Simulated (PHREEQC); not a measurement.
Solution (55 °C): 81 mmol/kgw H2SO4, 0.33 mmol/kgw CuSO4 and 4.5 mmol/kgw MgSO4. Closed to the air; pH follows from the charge balance.

All values are PHREEQC results (ion-association model, phreeqc.dat), not measurements.

Problem. The ionic strength comes out as 0.109 mol/kgw. What activity coefficients do HSO4-, Mg+2, H+, Cu+2, SO4-2 get?

Solution. HSO4- 0.77, Mg+2 0.38, H+ 0.81, Cu+2 0.37, SO4-2 0.34.

This is a speciation only: nothing precipitates in the calculation. Away from 25 °C the constants follow the database's enthalpies or fits; those with neither stay at their 25 °C values.
